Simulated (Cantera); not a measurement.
Feed: 1 mol B, 0.28 mol HCl, 1.3 mol O2, equilibrated at 1400 K and 19.5 Torr.

Equilibrium computed with Cantera from the NASA thermochemical tables; the gas is ideal and each condensed phase is pure. Candidate condensed phases: B, B2O3, B3O3H3, H2O; 33 gas species. The tables' values for BOCl are old estimates; treat these amounts as uncertain. Gases not in the tables: H3BO3. Equilibrium is a limit: real reactors are often held back by kinetics, nucleation or transport.

Base state: O2 0.647, HCl 0.278, H2O 0.0249, Cl 0.0234, Cl2 0.0177, HBO2 0.00914, B2O3 9.24e-5, ClO 8.56e-5 (mole fractions); condensed: B2O3(l).

Problem. What changes in the equilibrium state with this change: pressure from 19.5 Torr to 1 atm?

Solution. 
```json
[
 {"species": "O2", "before": "0.647", "after": "0.652"},
 {"species": "HCl", "before": "0.278", "after": "0.247"},
 {"species": "H2O", "before": "0.0249", "after": "0.0476"},
 {"species": "Cl2", "before": "0.0177", "after": "0.0456"},
 {"species": "Cl", "before": "0.0234", "after": "0.00603"},
 {"species": "HBO2", "before": "0.00914", "after": "0.00203"},
 {"species": "B2O3", "before": "9.24e-5", "after": "2.37e-6"},
 {"species": "(HBO2)3", "before": "3.84e-6", "after": "6.35e-5"},
 {"species": "BO2", "before": "2.32e-5", "after": "1.49e-6"},
 {"species": "B2O3(l), mol", "before": "0.496", "after": "0.499"}
]
```

Problem. What changes in the equilibrium state with this change: temperature from 1400 K to 1298 K?

Solution. 
```
species        before    after
------------  -------  -------
O2              0.647    0.653
HCl             0.278    0.280
H2O            0.0249   0.0282
Cl             0.0234   0.0117
Cl2            0.0177   0.0239
HBO2          0.00914  0.00313
B2O3          9.24e-5  6.77e-6
BO2           2.32e-5  2.52e-6
BOCl          4.27e-5  6.73e-6
OH            5.06e-5  1.80e-5
B2O3(l), mol    0.496    0.499
```

Problem. What changes in the equilibrium state with this change: O2 from 1.3 to 0.045 mol?

Solution. 
```json
[
 {"species": "H2", "before": "8.67e-8", "after": "0.385"},
 {"species": "HCl", "before": "0.278", "after": "0.347"},
 {"species": "BCl3", "before": "7.82e-8", "after": "0.193"},
 {"species": "O2", "before": "0.647", "after": "<1e-9"},
 {"species": "Cl2", "before": "0.0177", "after": "6.20e-9"},
 {"species": "B3O3Cl3", "before": "2.56e-8", "after": "0.0632"},
 {"species": "H2O", "before": "0.0249", "after": "2.12e-6"},
 {"species": "Cl", "before": "0.0234", "after": "1.39e-5"},
 {"species": "HBO", "before": "<1e-9", "after": "0.00430"},
 {"species": "BCl2", "before": "<1e-9", "after": "0.000936"},
 {"species": "B2O2", "before": "<1e-9", "after": "0.000478"},
 {"species": "B2O3(l), mol", "before": "0.496", "after": "0.0132"},
 {"species": "B(s), mol", "before": "0", "after": "0.875"}
]
```
Mutual solubility and eutectic melting of coexisting phases are not modelled. The tables' values for BOCl, BCl2, BCl are old estimates; treat these amounts as uncertain. Gases not in the tables: BHCl2.
